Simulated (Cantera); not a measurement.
# Catalytic combustion on Pt

An isothermal plug-flow reactor at 450 K and 750 Torr (inlet), inlet velocity 3 m/s, active area per volume 2700 1/m; feed 1.54 % H₂, 4.86 % O₂, 93.6 % N₂.

Cantera simulation using Deutschmann's 1995 Pt surface mechanism with GRI-Mech 3.0 gas chemistry; the numbers are that mechanism's predictions, not measurements. Catalytic surfaces can have several steady states; this one follows from the mechanism file's or the stated starting coverage. Mass transfer to the wall is taken as infinitely fast.

| z (m) | x H₂ | x O₂ | x H₂O | θ free Pt | θ O* | θ OH* |
|---|---|---|---|---|---|---|
| 0.00025 | 0.00415 | 0.0432 | 0.0113 | 0.131 | 0.773 | 0.0945 |
| 0.00041 | 0.00278 | 0.0425 | 0.0127 | 0.0896 | 0.826 | 0.0832 |
| 0.00068 | 0.00178 | 0.0420 | 0.0137 | 0.0579 | 0.871 | 0.0703 |
| 0.0011 | 0.00114 | 0.0417 | 0.0144 | 0.0373 | 0.904 | 0.0583 |
| 0.0019 | 0.000671 | 0.0415 | 0.0148 | 0.0221 | 0.932 | 0.0461 |
| 0.0032 | 0.000402 | 0.0414 | 0.0151 | 0.0133 | 0.950 | 0.0363 |
| 0.0053 | 0.000244 | 0.0413 | 0.0153 | 0.00808 | 0.963 | 0.0286 |
| 0.0088 | 0.000147 | 0.0413 | 0.0154 | 0.00488 | 0.973 | 0.0224 |
| 0.015 | 8.65e-5 | 0.0412 | 0.0154 | 0.00287 | 0.980 | 0.0172 |
| 0.025 | 5.19e-5 | 0.0412 | 0.0155 | 0.00172 | 0.985 | 0.0134 |
x: gas mole fraction; θ: surface coverage.
